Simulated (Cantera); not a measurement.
**Thermodynamics of hydrogen reduction and annealing atmospheres, feed SiO2 + H2**

Input: 1 mol SiO2, 2 mol H2, at 85.0 Pa.

Equilibrium computed with Cantera from the NASA thermochemical tables; the gas is ideal and each condensed phase is pure. Candidate condensed phases: H2O, Si, SiO2; 18 gas species. The tables hold silica as quartz up to 1696 K and as liquid above; real silica turns to tridymite and cristobalite and melts near 1996 K. Kinetics and transport are ignored.

```csv
T (K),log p H2,log p SiO,log p H2O,log p H,log p OH,log p SiO2,log p O,n SiO2(β-quartz)
1173,-3.07,-8.56,-8.56,-8.46,<-15,<-15,<-15,1.000
1223,-3.07,-8.06,-8.06,-8.06,<-15,<-15,<-15,1.000
1273,-3.07,-7.61,-7.61,-7.68,-14.16,<-15,<-15,1.000
1323,-3.07,-7.18,-7.18,-7.34,-13.29,-14.43,<-15,1.000
1373,-3.07,-6.79,-6.79,-7.01,-12.48,-13.58,<-15,1.000
1423,-3.07,-6.43,-6.43,-6.71,-11.73,-12.79,<-15,0.999
1473,-3.07,-6.09,-6.09,-6.43,-11.04,-12.05,-14.46,0.998
1523,-3.07,-5.78,-5.78,-6.17,-10.39,-11.36,-13.55,0.996
1573,-3.07,-5.48,-5.48,-5.93,-9.78,-10.72,-12.71,0.992
1623,-3.08,-5.21,-5.21,-5.70,-9.21,-10.11,-11.92,0.985
1673,-3.08,-4.95,-4.95,-5.49,-8.67,-9.54,-11.17,0.973
```
log p: log10 of the partial pressure in bar; n: condensed amount in mol.

From 1173 K to 1673 K the condensed part is SiO2(β-quartz). The main Si-bearing gas is SiO throughout.
